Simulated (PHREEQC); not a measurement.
A PHREEQC input (ion-association model, wateq4f.dat):

```
SOLUTION 1
  temp 25
  units mgL
  pH 7.17
  pe 11.1
  Na 0.725
  K 3.03
  Ca 14.3
  Mg 9.67
  Cl 12.8
  S(6) 12.3 as SO4
  Alkalinity 61.9 as HCO3
  Ba 0.0723
  Sr 0.281
END
USE solution 1
EQUILIBRIUM_PHASES 1
  Quartz 0 0.5
  CO2(g) -2.5 10
END
```

It stops with these messages:

```
ERROR: Calculations terminating due to input errors.
```

The fault: a unit that the program doesn't know. The line should read `units mg/kgw` where the input has `units mgL`. With the mend the run ends at pH 7.30 and ionic strength 0.00245 mol/kgw.
